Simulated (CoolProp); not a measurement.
Vapour-liquid equilibrium of ethanol (1) + o-xylene (2) at 392.3 K; x and y are mole fractions of (1).

Values from CoolProp's multi-fluid Helmholtz-energy mixture model, Schroeder 2014 and Zhou 2012; pair parameters Bell 2016.

Q: Give the bubble pressure and the first vapour's composition at x = 0.05, 0.2, 0.95. Is there an azeotrope?

A: x = 0.05: 118.9 kPa, y = 0.592; x = 0.2: 239.1 kPa, y = 0.810; x = 0.95: 404.4 kPa, y = 0.978. No azeotrope shows between x = 0.05 and 0.95.

The pair parameters rest on a limited set of measurements; away from them the model extrapolates. With so large a gap from Raoult's law the liquid may split in two, which this calculation doesn't test in full.
